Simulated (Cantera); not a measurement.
Feed: 1 mol Fe2O3, 0.67 mol O2, 7 mol N2, at 1473.15 K and 0.0760 bar.

Method: chemical equilibrium by Gibbs-energy minimisation in Cantera with the NASA 1993 tables (ideal gas, pure condensed phases). Candidate condensed phases: Fe, FeO, Fe2O3, Fe3O4; 11 gas species. Kinetics and transport are ignored.

Base state: N2 0.912, O2 0.0870, NO 0.000741 (mole fractions); condensed: Fe2O3(s).

**Question.** What changes in the equilibrium state with this change: temperature from 1473.15 K to 1625 K?

**Answer.** 
| species | before | after |
|---|---|---|
| N2 | 0.912 | 0.892 |
| O2 | 0.0870 | 0.106 |
| NO | 0.000741 | 0.00163 |
| O | 2.99e-6 | 2.30e-5 |
| Fe2O3(s), mol | 1.00 | 0 |
| Fe3O4(s), mol | 0 | 0.667 |
